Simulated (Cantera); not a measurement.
A perfectly stirred reactor is fed with CH3OH : O2 : N2 : H2O = 1 : 2.42 : 9.1 : 0.81 (molar parts), at 3.26 atm; it is adiabatic with a 650 K inlet, and is followed from long to short residence time, starting on the burning branch (τ in s: 0.037, 0.02, 0.011, 0.006, 0.0033, 0.0018, 0.00097, 0.00053, 0.00029, 0.00016, 8.6e-05).

Cantera simulation using GRI-Mech 3.0 (53 species, 325 reactions); the numbers are that mechanism's predictions, not measurements. GRI-Mech 3.0 was tuned for natural gas; its chemistry of methanol as a main component is partial and can be far from experiment.

**Question.** What does this change do: inlet temperature 650 to 750 K?

**Answer.** 
```tsv
quantity	before	after
blow-out, bracketed by the residence times tried	burning at 86.0 µs, the shortest tried	burning at 86.0 µs, the shortest tried
x(CH3OH) at τ = 37.0 ms	2.56e-6	1.78e-6
x(O2) at τ = 37.0 ms	0.0663	0.0662
x(H2O) at τ = 37.0 ms	0.202	0.202
x(NO) at τ = 37.0 ms	3.83e-5	0.000107
x(H) at τ = 37.0 ms	1.16e-5	1.83e-5
x(CH3OH) at τ = 1.80 ms	2.35e-5	1.84e-5
x(O2) at τ = 1.80 ms	0.0670	0.0668
x(H2O) at τ = 1.80 ms	0.200	0.200
x(NO) at τ = 1.80 ms	1.25e-5	2.29e-5
x(H) at τ = 1.80 ms	0.000120	0.000139
```

**Question.** What does this change do: N2 9.1 to 13 parts?

**Answer.** 
| quantity | before | after |
|---|---|---|
| blow-out, bracketed by the residence times tried | burning at 86.0 µs, the shortest tried | burning at 0.290 ms, out at 0.160 ms |
| x(CH3OH) at τ = 37.0 ms | 2.56e-6 | 5.81e-6 |
| x(O2) at τ = 37.0 ms | 0.0663 | 0.0519 |
| x(H2O) at τ = 37.0 ms | 0.202 | 0.158 |
| x(NO) at τ = 37.0 ms | 3.83e-5 | 4.02e-6 |
| x(H) at τ = 37.0 ms | 1.16e-5 | 6.02e-6 |
| x(CH3OH) at τ = 1.80 ms | 2.35e-5 | 4.69e-5 |
| x(O2) at τ = 1.80 ms | 0.0670 | 0.0531 |
| x(H2O) at τ = 1.80 ms | 0.200 | 0.157 |
| x(NO) at τ = 1.80 ms | 1.25e-5 | 2.57e-6 |
| x(H) at τ = 1.80 ms | 0.000120 | 8.74e-5 |
